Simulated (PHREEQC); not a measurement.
## Brine (model solution)

Make-up at 25 °C: 3.4 mol K2CO3, 0.026 mol H3BO3 and 0.17 mol NaCl per kg of water. Closed to the air; pH follows from the charge balance.

All values are PHREEQC results (Pitzer model, pitzer.dat), not measurements.

No solid was allowed to form.

Question: What pH does the model give?

Answer: pH 12.16.

In brines, pH and single-ion activities rest on the MacInnes convention.
